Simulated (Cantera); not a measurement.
Charge: 1 mol SiH₄, 1.3 mol C₂H₂, 120 mol H₂, equilibrated at 130 Pa.

These are equilibrium values from Cantera (NASA tables, ideal gas, pure condensed phases), not measurements of a reactor. Candidate condensed phases: C, C₆H₆, C₇H₈, C₈H₁₈, Si, SiC; 87 gas species. Gases not in the tables: Si₂H₆ and higher silanes. The numbers say what is thermodynamically allowed, not how fast it happens.

Task: Which condensed phases are stable at each of these points (T (K)): 973, 1073, 1173, 1273, 1373, 1473, 1573, 1673, 1773, 1873, 1973, 2073, 2173?

Result: 
| T (K) | condensed phases | Si condensed (%) |
|---|---|---|
| 973 | C(graphite) + SiC(s) | 100.0 |
| 1073 | C(graphite) + SiC(s) | 100.0 |
| 1173 | C(graphite) + SiC(s) | 100.0 |
| 1273 | C(graphite) + SiC(s) | 100.0 |
| 1373 | C(graphite) + SiC(s) | 100.0 |
| 1473 | C(graphite) + SiC(s) | 100.0 |
| 1573 | C(graphite) + SiC(s) | 100.0 |
| 1673 | C(graphite) + SiC(s) | 99.9 |
| 1773 | C(graphite) + SiC(s) | 99.5 |
| 1873 | C(graphite) + SiC(s) | 96.9 |
| 1973 | C(graphite) + SiC(s) | 83.1 |
| 2073 | C(graphite) + SiC(s) | 19.0 |
| 2173 | C(graphite) | 0.0 |

From 973 K to 2073 K the condensed part is C(graphite) + SiC(s). At 2173 K the condensed part is C(graphite).
